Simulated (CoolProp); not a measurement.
The fluid at 354.33 K and 4.18 MPa flows at 0.22 m/s in a round tube of 6 mm bore and 0.25 µm roughness, fully developed (64/Re and Nu = 3.66 if laminar; Colebrook and Gnielinski if turbulent). The same conditions are run with several fluids, on thermodynamics alone (safety and materials aside).

Computed with CoolProp (reference Helmholtz-energy equation of state of each fluid (R134a: Tillner-Roth 1994; R227EA: Lemmon 2016; n-decane: Lemmon 2006; R236FA: Pan 2012)).

```json
[
 {"fluid": "R134a", "Reynolds number": "13000", "Darcy friction factor": "[?]", "pressure drop (Pa/m)": "112", "heat-transfer coefficient (W/(m² K))": "707", "mass flow (kg/h)": "21.6"},
 {"fluid": "R227EA", "Reynolds number": "12500", "Darcy friction factor": "0.0292", "pressure drop (Pa/m)": "135", "heat-transfer coefficient (W/(m² K))": "587", "mass flow (kg/h)": "25.7"},
 {"fluid": "n-decane", "Reynolds number": "1990", "Darcy friction factor": "0.0322", "pressure drop (Pa/m)": "[?]", "heat-transfer coefficient (W/(m² K))": "71.6", "mass flow (kg/h)": "15.4"},
 {"fluid": "R236FA", "Reynolds number": "9800", "Darcy friction factor": "[?]", "pressure drop (Pa/m)": "147", "heat-transfer coefficient (W/(m² K))": "[?]", "mass flow (kg/h)": "26.2"}
]
```

What belongs in the gaps?


- R134a, Darcy friction factor: 0.0289
- n-decane, pressure drop (Pa/m): 89.3
- R236FA, Darcy friction factor: 0.0311
- R236FA, heat-transfer coefficient (W/(m² K)): 599

Transport values come from each fluid's own correlations; those of R134a, R227EA, R236FA are estimates that may be off by 10 % or more.
